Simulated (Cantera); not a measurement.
**Thermodynamics of oxide etching and cleaning by halides, feed SiO2 + Cl2 + O2**

A closed system holds: 1 mol SiO2, 8.6 mol Cl2, 2.1 mol O2, equilibrated at 0.0410 bar.

Cantera equilibrium calculation (NASA polynomials, part measured and part estimated; ideal gas, pure solids and liquids). Candidate condensed phases: Si, SiO2; 15 gas species. The tables hold silica as quartz up to 1696 K and as liquid above; real silica turns to tridymite and cristobalite and melts near 1996 K. The numbers say what is thermodynamically allowed, not how fast it happens.

```tsv
T (°C)	log p Cl2	log p Cl	log p O2	log p ClO	log p O	log p SiCl4	n SiO2(α-quartz)	n SiO2(β-quartz)
552	-1.48	-5.53	-2.09	-7.53	<-13	<-13	1.00	0
652	-1.48	-4.68	-2.09	-6.84	-11.92	-12.32	0	1.00
752	-1.48	-3.99	-2.09	-6.28	-10.53	-10.97	0	1.00
852	-1.49	-3.43	-2.10	-5.82	-9.38	-9.86	0	1.00
952	-1.50	-2.96	-2.10	-5.44	-8.43	-8.95	0	1.00
1052	-1.52	-2.57	-2.11	-5.12	-7.61	-8.19	0	1.000
1152	-1.56	-2.24	-2.13	-4.87	-6.92	-7.58	0	1.000
1252	-1.63	-1.98	-2.15	-4.68	-6.32	-7.11	0	1.000
```
log p: log10 of the partial pressure in bar; n: condensed amount in mol.

At 552 °C the condensed part is SiO2(α-quartz). From 652 °C to 1252 °C the condensed part is SiO2(β-quartz).
